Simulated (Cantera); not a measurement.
An isothermal, constant-pressure homogeneous reactor starts with NH3 : N2 = 1 : 1.8 (molar parts), at 2400 K and 120 Torr.

Model: the gas-phase N/H chemistry of the illustrative SiF4/NH3 mechanism in the Surface Chemkin manual (1991), integrated in Cantera. Walls and surfaces, which speed up NH3 decomposition in real reactors, are not modelled.

One state of this run: x NH3 = 0.281; x N = 6.96e-6; x NH = 0.000105; x H = 0.000298; x NH2 = 0.00315; x N2H2 = 8.98e-6. x: mole fraction; the columns are a selection and need not sum to one.

Task: Which value of t (s) does it belong to?
A) 1.15
B) 0.00137
C) 0.438
D) 0.000523

Result: B, 0.00137
